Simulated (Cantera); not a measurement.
An isothermal, constant-pressure homogeneous reactor starts with 0.746 % H2, 82.0 % O2, 17.2 % N2, at 1148 K and 2.33 Torr.

Cantera simulation using the H2/O2 subset of GRI-Mech 3.0, which has no nitrogen chemistry; the numbers are that mechanism's predictions, not measurements. Radical loss at walls, strong at low pressure, is not modelled.

x: mole fraction; the columns are a selection and need not sum to one.

```tsv
t (s)	x H2	x O2	x H	x H2O	x HO2	x O
5.00e-5	0.00746	0.820	2.14e-11	<1e-12	2.34e-11	1.97e-12
0.000107	0.00746	0.820	4.18e-11	<1e-12	5.01e-11	8.45e-12
0.000229	0.00746	0.820	7.45e-11	1.32e-12	1.07e-10	3.40e-11
0.000491	0.00746	0.820	1.17e-10	1.06e-11	2.30e-10	1.23e-10
0.00105	0.00746	0.820	1.69e-10	7.45e-11	4.92e-10	3.97e-10
0.00226	0.00746	0.820	2.79e-10	4.68e-10	1.06e-9	1.24e-9
0.00483	0.00746	0.820	6.73e-10	…	2.26e-9	4.63e-9
0.0103	0.00746	0.820	3.55e-9	…	4.87e-9	3.04e-8
0.0222	0.00746	0.820	1.07e-7	…	1.14e-8	9.61e-7
0.0475	0.00600	0.819	0.000134	…	2.83e-7	0.000982
0.102	4.29e-5	0.813	0.000378	0.00696	2.20e-7	0.00641
0.218	2.85e-5	0.814	0.000331	0.00702	2.03e-7	0.00625
0.467	2.65e-5	0.814	0.000296	0.00705	1.96e-7	0.00580
1.00	2.29e-5	0.815	0.000235	0.00711	1.84e-7	0.00497
```

Some entries are withheld; supply them.


- 0.00483, x H2O: 3.05e-9
- 0.0103, x H2O: 2.91e-8
- 0.0222, x H2O: 1.06e-6
- 0.0475, x H2O: 0.00112
